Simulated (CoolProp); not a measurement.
n-dodecane along the isobar 2 MPa: fugacity coefficient from the reference equation and from simpler models built on Tc = 658.1 K, pc = 1.818 MPa, ω = 0.574; each cubic takes its own stable root.

The numbers come from the reference Helmholtz-energy equation of state, Lemmon 2004 in CoolProp. It is a short technical equation, of lower accuracy than the large ones.

| T (K) | phase | reference | van der Waals | Redlich-Kwong | Soave-Redlich-Kwong | Peng-Robinson |
|---|---|---|---|---|---|---|
| 552.1 | liquid | 0.1744 | 0.3924 | 0.2865 | 0.1876 | 0.1816 |
| 559.6 | liquid | 0.1954 | 0.4105 | 0.3081 | 0.2105 | 0.2036 |
| 567.2 | liquid | 0.2182 | 0.4290 | 0.3306 | 0.2355 | 0.2275 |
| 574.7 | liquid | 0.2420 | 0.4474 | 0.3535 | 0.2616 | 0.2526 |
| 582.3 | liquid | 0.2676 | 0.4661 | 0.3771 | 0.2897 | 0.2795 |
| 589.8 | liquid | 0.2943 | 0.4848 | 0.4009 | 0.3188 | 0.3075 |
| 597.4 | liquid | 0.3225 | 0.5037 | 0.4253 | 0.3497 | 0.3371 |
| 604.9 | liquid | 0.3516 | 0.5224 | 0.4497 | 0.3814 | 0.3675 |
| 612.5 | liquid | 0.3821 | 0.5413 | 0.4746 | 0.4146 | 0.3994 |
| 620 | liquid | 0.4132 | 0.5598 | 0.4992 | 0.4482 | 0.4317 |
